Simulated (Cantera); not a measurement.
# Ignition delay

Mixture: H2 : O2 : N2 : H2O = 1 : 0.617 : 2.32 : 0.1 (molar parts), equivalence ratio 0.81, at 4430 Torr, adiabatic and at constant pressure. Ignition delay is the time to a rise of 400 K.

Model: the H2/O2 subset of GRI-Mech 3.0, which has no nitrogen chemistry, integrated in Cantera. The hydrogen kinetics of GRI-Mech 3.0 are dated; newer H2 mechanisms differ, most at raised pressure.

```json
[
 {"T0 (K)": "1025", "delay (ms)": "6.93"},
 {"T0 (K)": "1100", "delay (ms)": "1.05"},
 {"T0 (K)": "1175", "delay (ms)": "0.0843"},
 {"T0 (K)": "1250", "delay (ms)": "0.0114"},
 {"T0 (K)": "1325", "delay (ms)": "0.00581"},
 {"T0 (K)": "1400", "delay (ms)": "0.00382"}
]
```

The apparent activation energy between 1250 and 1400 K is 110 kJ/mol.
